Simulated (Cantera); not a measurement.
Feed: 1 mol CH₄, 1 mol H₂O, 0.71 mol N₂, equilibrated at 30.0 bar.

These are equilibrium values from Cantera (NASA tables, ideal gas, pure condensed phases), not measurements of a reactor. Candidate condensed phases: C, C₆H₆, C₇H₈, C₈H₁₈, H₂O; 136 gas species. Kinetics and transport are ignored. All values below are at 2050 °C.

Base state: H₂ 0.634, CO 0.211, N₂ 0.150, H₂O 0.00163, H 0.00158, HCN 0.00130, CH₄ 0.000237, HNC 0.000122 (mole fractions); condensed: gas only.

What changes in the equilibrium state with this change: 1.8 mol H₂S added?


```tsv
species	before	after
H₂	0.634	0.529
H₂S	0	0.158
CO	0.211	0.140
S₂	0	0.0385
SH	0	0.0189
N₂	0.150	0.104
CS₂	0	0.00330
COS	0	0.00160
S	0	0.000705
```
Further candidate phases: H₂SO₄, S.
